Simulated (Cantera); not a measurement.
A freely propagating, adiabatic, planar premixed flame of H2 : O2 : N2 = 1 : 0.877 : 2.19 (molar parts), equivalence ratio 0.57, unburnt at 400 K and 13300 Pa; mixture-averaged transport, grid criteria slope 0.08 and curve 0.16, no radiation.

Cantera simulation using the H2/O2 subset of GRI-Mech 3.0, which has no nitrogen chemistry; the numbers are that mechanism's predictions, not measurements. Burning velocities carry a grid error of a few per cent, more on coarse grids. Lean hydrogen flames are cellular in practice and burn faster than this planar one.

### Question
How do the results move with these cheaper or finer settings: unity-Lewis-number transport; multicomponent transport; multicomponent+Soret transport; grid criteria slope 0.5, curve 1; grid criteria slope 0.25, curve 0.5; grid criteria slope 0.03, curve 0.06?

### Answer
```json
[
 {"setting": "as above", "laminar burning velocity": "274 cm/s", "thermal thickness": "4.68 mm", "peak x(H)": "0.0476", "peak x(H2O2)": "2.03e-5", "grid points": "129"},
 {"setting": "unity-Lewis-number transport", "laminar burning velocity": "191 cm/s", "thermal thickness": "3.24 mm", "peak x(H)": "0.0567", "peak x(H2O2)": "7.02e-6", "grid points": "123"},
 {"setting": "multicomponent transport", "laminar burning velocity": "269 cm/s", "thermal thickness": "4.65 mm", "peak x(H)": "0.0473", "peak x(H2O2)": "2.07e-5", "grid points": "129"},
 {"setting": "multicomponent+Soret transport", "laminar burning velocity": "251 cm/s", "thermal thickness": "4.56 mm", "peak x(H)": "0.0452", "peak x(H2O2)": "2.09e-5", "grid points": "130"},
 {"setting": "grid criteria slope 0.5, curve 1", "laminar burning velocity": "323 cm/s", "thermal thickness": "5.57 mm", "peak x(H)": "0.0509", "peak x(H2O2)": "1.53e-5", "grid points": "38"},
 {"setting": "grid criteria slope 0.25, curve 0.5", "laminar burning velocity": "288 cm/s", "thermal thickness": "4.96 mm", "peak x(H)": "0.0487", "peak x(H2O2)": "1.78e-5", "grid points": "65"},
 {"setting": "grid criteria slope 0.03, curve 0.06", "laminar burning velocity": "269 cm/s", "thermal thickness": "4.61 mm", "peak x(H)": "0.0473", "peak x(H2O2)": "2.11e-5", "grid points": "281"}
]
```
The base run took very roughly 1.6 core-seconds.
Unity Lewis numbers drop preferential diffusion, which matters most where H2 and H carry the flame; Soret adds thermal diffusion.
